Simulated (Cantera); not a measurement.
Feed: 1 mol CaO, a varied amount of HBr, 15 mol H₂, equilibrated at 673 K and 0.00133 bar.

Method: chemical equilibrium by Gibbs-energy minimisation in Cantera with the NASA 1993 tables (ideal gas, pure condensed phases). Candidate condensed phases: Br₂, Ca, CaBr₂, CaO, Ca(OH)₂, H₂O; 19 gas species. Kinetics and transport are ignored.

log p: log10 of the partial pressure in bar; n: condensed amount in mol.

```json
[
 {"n(HBr) (mol)": "1.7", "log p H₂": "-2.90", "log p HBr": "-7.49", "log p H₂O": "-4.15", "log p Br": "<-14", "n CaBr₂(s)": "0.850", "n CaO(s)": "0.150"},
 {"n(HBr) (mol)": "4", "log p H₂": "-2.95", "log p HBr": "-3.83", "log p H₂O": "-4.13", "log p Br": "(withheld)", "n CaBr₂(s)": "1.00", "n CaO(s)": "0"},
 {"n(HBr) (mol)": "6.4", "log p H₂": "-3.01", "log p HBr": "-3.54", "log p H₂O": "-4.18", "log p Br": "(withheld)", "n CaBr₂(s)": "1.00", "n CaO(s)": "0"},
 {"n(HBr) (mol)": "8.7", "log p H₂": "-3.06", "log p HBr": "-3.41", "log p H₂O": "-4.23", "log p Br": "(withheld)", "n CaBr₂(s)": "1.00", "n CaO(s)": "0"},
 {"n(HBr) (mol)": "11", "log p H₂": "-3.10", "log p HBr": "-3.32", "log p H₂O": "-4.27", "log p Br": "(withheld)", "n CaBr₂(s)": "1.00", "n CaO(s)": "0"},
 {"n(HBr) (mol)": "13", "log p H₂": "-3.13", "log p HBr": "-3.27", "log p H₂O": "-4.31", "log p Br": "(withheld)", "n CaBr₂(s)": "1.00", "n CaO(s)": "0"},
 {"n(HBr) (mol)": "16", "log p H₂": "-3.18", "log p HBr": "-3.21", "log p H₂O": "-4.35", "log p Br": "-10.87", "n CaBr₂(s)": "1.00", "n CaO(s)": "0"},
 {"n(HBr) (mol)": "18", "log p H₂": "-3.20", "log p HBr": "-3.18", "log p H₂O": "-4.38", "log p Br": "-10.83", "n CaBr₂(s)": "1.00", "n CaO(s)": "0"},
 {"n(HBr) (mol)": "21", "log p H₂": "-3.24", "log p HBr": "-3.14", "log p H₂O": "-4.42", "log p Br": "-10.77", "n CaBr₂(s)": "1.00", "n CaO(s)": "0"},
 {"n(HBr) (mol)": "23", "log p H₂": "-3.27", "log p HBr": "-3.12", "log p H₂O": "-4.44", "log p Br": "-10.74", "n CaBr₂(s)": "1.00", "n CaO(s)": "0"}
]
```

### Question
What belongs in the gaps?

### Answer

- 4, log p Br: -11.60
- 6.4, log p Br: -11.29
- 8.7, log p Br: -11.13
- 11, log p Br: -11.02
- 13, log p Br: -10.95
